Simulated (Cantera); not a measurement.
What does this Cantera script print?

```python
import numpy as np
import cantera as ct

gas = ct.Solution("gri30.yaml")
gas.TP = 300, 120000
flame = ct.CounterflowDiffusionFlame(gas, width=0.02)
flame.fuel_inlet.X, flame.fuel_inlet.T = {'CH4': 1}, 300
flame.oxidizer_inlet.X, flame.oxidizer_inlet.T = {'O2': 0.21, 'N2': 0.79}, 725
flame.set_refine_criteria(ratio=3, slope=0.12, curve=0.24, prune=0.03)
show = ['OH', 'H', 'NO', 'CO', 'C2H2']

rows = []
print(f"{'mdot':>8s}{'a_max':>10s}{'a_mean':>10s}{'Tmax/K':>9s}" + "".join(f"{s:>11s}" for s in show) + "   (peak mole fractions)")
for i, mdot in enumerate([0.3, 0.43, 0.61, 0.87, 1.2, 1.8, 2.6, 3.6, 5.2]):  # kg/m2/s on the oxidiser side
    flame.oxidizer_inlet.mdot, flame.fuel_inlet.mdot = mdot, 1.2 * mdot
    flame.solve(loglevel=0, auto=(i == 0))
    if flame.T.max() < max(300, 725) + 100:
        print(f"{mdot:8.3g}  no burning solution found from the previous one")
        break
    dT = np.abs(np.gradient(flame.T, flame.grid))
    rows.append([flame.strain_rate("max"), flame.strain_rate("mean"), flame.T.max(),
                 *(flame.X[gas.species_index(s)].max() for s in show), max(dT[0], dT[-1]) / dT.max()])
    print(f"{mdot:8.3g}{rows[-1][0]:10.1f}{rows[-1][1]:10.1f}{rows[-1][2]:9.1f}" + "".join(f"{x:11.3e}" for x in rows[-1][3:-1]))
```

Output:

```
    mdot     a_max    a_mean   Tmax/K         OH          H         NO         CO       C2H2   (peak mole fractions)
     0.3     242.0      49.4   2224.4  9.860e-03  4.717e-03  3.786e-04  6.257e-02  1.629e-02
    0.43     334.3      70.9   2207.6  9.849e-03  4.953e-03  3.471e-04  6.118e-02  1.529e-02
    0.61     459.6     100.5   2193.7  9.839e-03  5.191e-03  3.171e-04  6.019e-02  1.442e-02
    0.87     637.1     143.4   2181.3  9.843e-03  5.459e-03  2.855e-04  5.959e-02  1.362e-02
     1.2     856.7     197.8   2166.7  9.728e-03  5.646e-03  2.519e-04  5.901e-02  1.277e-02
     1.8    1246.4     296.6   2142.4  9.409e-03  5.788e-03  2.029e-04  5.832e-02  1.148e-02
     2.6    1754.7     428.5   2116.6  8.988e-03  5.828e-03  1.569e-04  5.803e-02  1.021e-02
     3.6    2380.3     593.3   2089.3  8.472e-03  5.748e-03  1.165e-04  5.801e-02  8.868e-03
     5.2    3363.3     856.9   2045.6  7.576e-03  5.372e-03  7.129e-05  5.807e-02  6.876e-03
```

Cantera simulation using GRI-Mech 3.0 (53 species, 325 reactions); the numbers are that mechanism's predictions, not measurements. GRI-Mech 3.0 has no aromatics or soot, which form on the fuel side of real flames. The maximum strain rate includes the flame's own expansion and is several times the mean.
